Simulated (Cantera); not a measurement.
**Equilibrium for metals in furnace atmospheres: Ni + H2S + H2**

Feed: 1 mol Ni, 0.57 mol H2S, 190 mol H2, equilibrated at 13300 Pa.

Cantera equilibrium calculation (NASA polynomials, part measured and part estimated; ideal gas, pure solids and liquids). Candidate condensed phases: Ni, NiS, NiS2, Ni3S2, Ni3S4, S; 9 gas species. Metal and sulfide melt together well below either melting point, which pure phases cannot show. The numbers say what is thermodynamically allowed, not how fast it happens.

```csv
T (°C),log p H2,log p H2S,log p SH,log p H,log p S2,log p S,n Ni(s),n Ni3S2(s)
475,-0.88,-4.45,-12.12,<-12,<-12,<-12,0.221,0.260
525,-0.88,-4.09,-11.05,-12.01,<-12,<-12,0.318,0.227
575,-0.88,-3.82,-10.14,-11.16,-11.84,<-12,0.468,0.177
625,-0.88,-3.65,-9.40,-10.40,-10.87,<-12,0.629,0.124
675,-0.88,-3.49,-8.75,-9.72,-10.02,<-12,0.832,0.0560
725,-0.88,-3.40,-8.20,-9.11,-9.33,-12.85,1.00,0
775,-0.88,-3.40,-7.79,-8.55,-8.88,-12.08,1.00,0
825,-0.88,-3.40,-7.41,-8.04,-8.47,-11.39,1.00,0
875,-0.88,-3.40,-7.07,-7.58,-8.10,-10.75,1.00,0
925,-0.88,-3.40,-6.76,-7.16,-7.76,-10.17,1.00,0
975,-0.88,-3.40,-6.47,-6.77,-7.44,-9.64,1.00,0
```
log p: log10 of the partial pressure in bar; n: condensed amount in mol.

From 475 °C to 675 °C the condensed part is Ni(s) + Ni3S2(s). From 725 °C to 975 °C the condensed part is Ni(s).
